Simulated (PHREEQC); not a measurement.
Spent oxide etchant: an equilibrium model

A solution holds 0.0032 mol NH4HF2, 0.0036 mol H2SiF6, 0.083 mol HBF4 and 8e-05 mol HCl per kg of water, at 25 °C. Closed to the air; pH follows from the charge balance.

Equilibrium calculation in PHREEQC: ion-association model, phreeqc.dat.

Each row changes one thing in this solution. No solid was allowed to form.

```tsv
case	pH	ionic strength (mol/kgw)	BF4- (mol/kgw)	HF (mol/kgw)	BF3OH- (mol/kgw)	H3BO3 (mol/kgw)
as made	1.15	0.0923	0.0792	0.0155	0.00183	0.00179
temperature from 25 to 15 °C	1.15	0.0927	0.0798	0.0136	0.00174	0.00137
HBF4 from 0.083 to 0.0083 mol/kgw	1.95	0.0193	0.00746	0.00807	0.000339	0.000443
H2SiF6 left out	1.19	0.0815	0.0792	0.0154	0.00186	0.00176
HBF4 from 0.083 to 0.0415 mol/kgw	1.42	0.0514	0.0390	0.0125	0.00113	0.00125
```

Species that the database lacks are ignored. SiF6-2 is the database's only silicon fluoride. Real BF4- forms and hydrolyses slowly; the run takes it at equilibrium.
